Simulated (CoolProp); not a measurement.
A single-stage vapour-compression cycle with the fluid: evaporating at 194.15 K (dew point), condensing at 264.15 K (bubble point), superheat 10 K, subcooling 5 K, compressor efficiency 0.75, no pressure losses. The same conditions are run with several fluids, on thermodynamics alone (safety and materials aside).

Computed with CoolProp (reference Helmholtz-energy equation of state of each fluid (nitrous oxide: Lemmon 2006; propylene: Lemmon 2013; R22: Kamei 1995; propane: Lemmon 2009; carbonyl sulfide: Lemmon 2006; R125: Lemmon 2005)).

| fluid | cooling COP | pressure ratio | discharge temperature (K) | refrigerating effect (kJ/kg) | volumetric capacity (kJ/m³) |
|---|---|---|---|---|---|
| nitrous oxide | 1.40 | [?] | 417.6 | 252 | [?] |
| propylene | [?] | 23.7 | 354.4 | 340 | 158 |
| R22 | 1.57 | 33.0 | [?] | 191 | 109 |
| propane | [?] | 25.6 | 339.9 | [?] | 120 |
| carbonyl sulfide | 1.54 | [?] | 443.7 | 256 | 194 |
| R125 | [?] | 30.1 | 313.8 | 113 | 134 |

Problem. Some entries are withheld; supply them.

Solution. 
- nitrous oxide, pressure ratio: 14.2
- nitrous oxide, volumetric capacity (kJ/m³): 1170
- propylene, cooling COP: 1.60
- R22, discharge temperature (K): 395.1
- propane, cooling COP: 1.61
- propane, refrigerating effect (kJ/kg): 329
- carbonyl sulfide, pressure ratio: 23.2
- R125, cooling COP: 1.52
